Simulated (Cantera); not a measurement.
Charge: 1 mol SiC, 0.15 mol O2, 48 mol H2, at 1677 °C and 13.3 mbar.

These are equilibrium values from Cantera (NASA tables, ideal gas, pure condensed phases), not measurements of a reactor. Candidate condensed phases: C, C6H6, C7H8, C8H18, H2O, Si, SiC, SiO2; 123 gas species. Gases not in the tables: Si2H6 and higher silanes. Rates play no part.

Base state: H2 0.983, H 0.00984, CO 0.00353, SiO 0.00265, Si 0.000771, SiH 6.76e-5, SiH2 3.37e-5, Si2C 1.70e-5 (mole fractions); condensed: SiC(s).

Q: What changes in the equilibrium state with this change: pressure from 13.3 mbar to 5.10 mbar?

A: 
| species | before | after |
|---|---|---|
| H2 | 0.983 | 0.976 |
| H | 0.00984 | 0.0159 |
| CO | 0.00353 | 0.00400 |
| Si | 0.000771 | 0.00171 |
| SiO | 0.00265 | 0.00215 |
| Si2C | 1.70e-5 | 3.76e-5 |
| SiH | 6.76e-5 | 9.20e-5 |
| SiH2 | 3.37e-5 | 2.83e-5 |
| SiC(s), mol | 0.827 | 0.802 |
